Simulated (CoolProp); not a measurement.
Computed with CoolProp (reference Helmholtz-energy equation of state, Tillner-Roth 1997).

Problem. For CH2F2 (R32), give the phase and the speed of sound (m/s), Joule-Thomson coefficient (K/MPa), viscosity (µPa s), conductivity (mW/(m K)) at 340.7 K and 188 kPa; 340.7 K and 14100 kPa.

Solution. 
- 340.7 K and 188 kPa: gas; speed of sound 255, Joule-Thomson coefficient 16.3, viscosity 15.3, conductivity 17.2
- 340.7 K and 14100 kPa: liquid; speed of sound 489, Joule-Thomson coefficient 0.392, viscosity 87.3, conductivity 115

Viscosity comes from a separate model (Bell 2016), an estimate that may be off by 10 % or more. Thermal conductivity comes from a separate model (Huber 2003), an estimate that may be off by 10 % or more.
